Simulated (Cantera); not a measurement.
A perfectly stirred reactor is fed with 4.90 % CH4, 8.91 % O2, 86.2 % N2, at 0.280 bar; it is adiabatic with a 750 K inlet, and is followed from long to short residence time, starting on the burning branch (τ in s: 0.22, 0.11, 0.051, 0.025, 0.012, 0.0057, 0.0027, 0.0013, 0.00063, 0.0003, 0.00014, 6.9e-05, 3.3e-05).

Cantera simulation using GRI-Mech 3.0 (53 species, 325 reactions); the numbers are that mechanism's predictions, not measurements.

One state of this run: T (K) = 1554; x CH4 = 0.000304; x O2 = 0.00669; x HCN = 2.19e-6; x CH2O = 1.94e-5; x NO2 = 4.96e-10. x: mole fraction; the columns are a selection and need not sum to one.

Problem. Which value of τ (s) does it belong to?
A) 0.00030
B) 6.9e-5
C) 0.0027
D) 0.00014

Solution. C, 0.0027
